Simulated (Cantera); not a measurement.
Input (Python, Cantera) and output of one run.

```python
import numpy as np
import cantera as ct

gas_names = """
    H HNO HNO2 HNO3 HO2 H2 H2O H2O2 N NH NH2 NH3 NH2OH NO NO2 NO3 N2 N2H2 N2H4 N2O O OH O2 O3 Si SiH
    SiH2 SiH3 SiH4 SiN SiO SiO2 Si2 Si2N Si3
""".split()
cond_names = """
    H2O(s) H2O(L) Si(cr) Si(L) SiO2(Lqz) SiO2(hqz) SiO2(L) Si2N2O(s) Si3N4(a)
""".split()


# ... load() reads the species with a 1 bar reference pressure and builds the phases ...
atoms = {
    'SiH4': {'Si': 1, 'H': 4},
    'O3': {'O': 3},
    'N2': {'N': 2},
}
top_T = {'Si2N2O(s)': 2100, 'Si3N4(a)': 2400}  # K; cautious upper limits of use, not melting points


# ... equilibrate(T, P, feed) seeds the gas with the atoms and calls Mixture.equilibrate('TP', solver="vcs", rtol=1e-11, max_steps=5000) ...
results = []
feed = {'SiH4': 1, 'O3': 0.071, 'N2': 1.6}  # mol
P = 54000  # Pa
for T in [848, 948, 1048, 1148, 1248, 1348, 1448, 1548, 1648, 1748, 1848, 1948, 2048]:
    mix = equilibrate(T, P, feed)
    results.append((T, P, feed, dict(zip(mix.species_names, mix.species_moles))))
    x = sorted(zip(gas.X, gas.species_names), reverse=True)
    print(f"T = {T:g} K  P = {P:g} Pa  gas = {mix.phase_moles(0):.4g} mol")
    print("   x: " + "  ".join(f"{s} {v:.3e}" for v, s in x if v > 0.001))
    print("   condensed (mol): " + ("  ".join(f"{mix.phase(i).name} {mix.phase_moles(i):.4g}"
          for i in range(1, mix.n_phases) if mix.phase_moles(i) > 1e-12) or "none"))
```

Output:

```
T = 848 K  P = 54000 Pa  gas = 3.003 mol
   x: H2 6.654e-01  N2 3.342e-01
   condensed (mol): Si2N2O(s) 0.213  Si3N4(a) 0.1913
T = 948 K  P = 54000 Pa  gas = 3.004 mol
   x: H2 6.656e-01  N2 3.343e-01
   condensed (mol): Si2N2O(s) 0.213  Si3N4(a) 0.1913
T = 1048 K  P = 54000 Pa  gas = 3.004 mol
   x: H2 6.656e-01  N2 3.343e-01
   condensed (mol): Si2N2O(s) 0.213  Si3N4(a) 0.1913
T = 1148 K  P = 54000 Pa  gas = 3.004 mol
   x: H2 6.657e-01  N2 3.343e-01
   condensed (mol): Si2N2O(s) 0.213  Si3N4(a) 0.1913
T = 1248 K  P = 54000 Pa  gas = 3.004 mol
   x: H2 6.657e-01  N2 3.343e-01
   condensed (mol): Si2N2O(s) 0.213  Si3N4(a) 0.1913
T = 1348 K  P = 54000 Pa  gas = 3.004 mol
   x: H2 6.657e-01  N2 3.343e-01
   condensed (mol): Si2N2O(s) 0.213  Si3N4(a) 0.1913
T = 1448 K  P = 54000 Pa  gas = 3.004 mol
   x: H2 6.657e-01  N2 3.343e-01
   condensed (mol): Si2N2O(s) 0.213  Si3N4(a) 0.1913
T = 1548 K  P = 54000 Pa  gas = 3.004 mol
   x: H2 6.657e-01  N2 3.343e-01
   condensed (mol): Si2N2O(s) 0.213  Si3N4(a) 0.1913
T = 1648 K  P = 54000 Pa  gas = 3.004 mol
   x: H2 6.656e-01  N2 3.343e-01
   condensed (mol): Si2N2O(s) 0.213  Si3N4(a) 0.1913
T = 1748 K  P = 54000 Pa  gas = 3.005 mol
   x: H2 6.654e-01  N2 3.342e-01
   condensed (mol): Si2N2O(s) 0.2128  Si3N4(a) 0.1914
T = 1848 K  P = 54000 Pa  gas = 3.008 mol
   x: H2 6.647e-01  N2 3.341e-01
   condensed (mol): Si2N2O(s) 0.2112  Si3N4(a) 0.1919
T = 1948 K  P = 54000 Pa  gas = 3.023 mol
   x: H2 6.610e-01  N2 3.337e-01  SiO 4.005e-03  H 1.250e-03
   condensed (mol): Si2N2O(s) 0.2009  Si3N4(a) 0.1953
T = 2048 K  P = 54000 Pa  gas = 3.572 mol
   x: H2 5.586e-01  N2 4.135e-01  SiO 2.530e-02  H 2.277e-03
   condensed (mol): Si(L) 0.6633  Si2N2O(s) 0.1226
```

Method: chemical equilibrium by Gibbs-energy minimisation in Cantera with the NASA 1993 tables (ideal gas, pure condensed phases). N2 is the only nitrogen source here; it is nearly inert below about 1500 K, so the nitride shown seldom forms there in practice. Mutual solubility and eutectic melting of coexisting phases are not modelled. The tables' values for SiN are old estimates; treat these amounts as uncertain. Gases not in the tables: Si2H6 and higher silanes.
